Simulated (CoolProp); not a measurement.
Sulfur hexafluoride along the isobar 33.7 bar: fugacity coefficient from the reference equation and from simpler models built on Tc = 318.7 K, pc = 37.55 bar, ω = 0.210; each cubic takes its own stable root.

Computed with CoolProp (reference Helmholtz-energy equation of state, Guder 2009).

| T (K) | phase | reference | van der Waals | Peng-Robinson |
|---|---|---|---|---|
| 234.7 | liquid | 0.1110 | 0.2829 | 0.1112 |
| 246.3 | liquid | 0.1623 | 0.3419 | 0.1619 |
| 258 | liquid | 0.2271 | 0.4056 | 0.2258 |
| 269.6 | liquid | 0.3042 | 0.4720 | 0.3017 |
| 281.2 | liquid | 0.3934 | 0.5404 | 0.3888 |
| 292.8 | liquid | 0.4926 | 0.6094 | 0.4846 |
| 304.4 | liquid | 0.5984 | 0.6768 | 0.5848 |
| 316 | gas | 0.6937 | 0.7244 | 0.6711 |
